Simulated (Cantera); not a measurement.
Charge: 1 mol SiH4, 0.31 mol N2.

Method: chemical equilibrium by Gibbs-energy minimisation in Cantera with the NASA 1993 tables (ideal gas, pure condensed phases). Candidate condensed phases: Si, Si3N4; 18 gas species. N2 is the only nitrogen source here; it is nearly inert below about 1500 K, so the nitride shown seldom forms there in practice. Mutual solubility and eutectic melting of coexisting phases are not modelled. The numbers say what is thermodynamically allowed, not how fast it happens.

Stable condensed phases, one row left out:

```
T in K \ P in Pa
              5     17     59    210    710   2400   8400  29000 100000
   1650       A      A      A      A      B      B      B      B      B
   1575       A      A      A      B      B      B      B      B      B
   1425       A      B      B      B      B      B      B      B      B
   1350       B      B      B      B      B      B      B      B      B
   1275       B      B      B      B      B      B      B      B      B
   1200       B      B      B      B      B      B      B      B      B
   1125       B      B      B      B      B      B      B      B      B
   1050       B      B      B      B      B      B      B      B      B
    975       B      B      B      B      B      B      B      B      B
```

A: Si; B: Si + Si3N4.

Task: Give the row for 1500 K.

Result: 5: Si; 17: Si; 59: Si + Si3N4; 210: Si + Si3N4; 710: Si + Si3N4; 2400: Si + Si3N4; 8400: Si + Si3N4; 29000: Si + Si3N4; 100000: Si + Si3N4.
